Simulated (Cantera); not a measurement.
Charge: 1 mol SiH2Cl2, 0.033 mol HCl, 39 mol N2, at 240 Pa.

These are equilibrium values from Cantera (NASA tables, ideal gas, pure condensed phases), not measurements of a reactor. Candidate condensed phases: NH4Cl, Si, Si3N4; 28 gas species. N2 is the only nitrogen source here; it is nearly inert below about 1500 K, so the nitride shown seldom forms there in practice. Kinetics and transport are ignored.

**Question.** What share of the Si ends up in condensed phases as a function of T (°C), at 1025, 1075, 1125, 1175, 1225, 1275, 1325?

**Answer.** 
| T (°C) | Si condensed (%) | as |
|---|---|---|
| 1025 | 82.7 | Si3N4(s) |
| 1075 | 76.4 | Si3N4(s) |
| 1125 | 68.2 | Si3N4(s) |
| 1175 | 59.2 | Si3N4(s) |
| 1225 | 50.2 | Si3N4(s) |
| 1275 | 41.7 | Si3N4(s) |
| 1325 | 34.0 | Si3N4(s) |
